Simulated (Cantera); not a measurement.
Standard-state values (1 bar) from the NASA 1993 polynomials, evaluated with Cantera. Values are per mole of reaction as written; species without (g) are pure solids or liquids, kept so even where they would boil at 1 bar.

**Question.** Between 1948 and 2848 K, where is each reaction favourable under standard conditions?
- V2O3 + 2 H2O(g) → V2O5 + 4 H(g)
- VO2(g) + 4 H(g) → V + 2 H2O(g)

**Answer.** 
- V2O3 + 2 H2O(g) → V2O5 + 4 H(g): ΔG° is 639 kJ at 1948 K and 429 kJ at 2848 K; it stays positive (K < 1). ΔH° is 1034 kJ and ΔS° 212 J/K at 2848 K.
- VO2(g) + 4 H(g) → V + 2 H2O(g): ΔG° is -441 kJ at 1948 K and -119 kJ at 2848 K; it stays negative (K > 1). ΔH° is -1123 kJ and ΔS° -353 J/K at 2848 K.
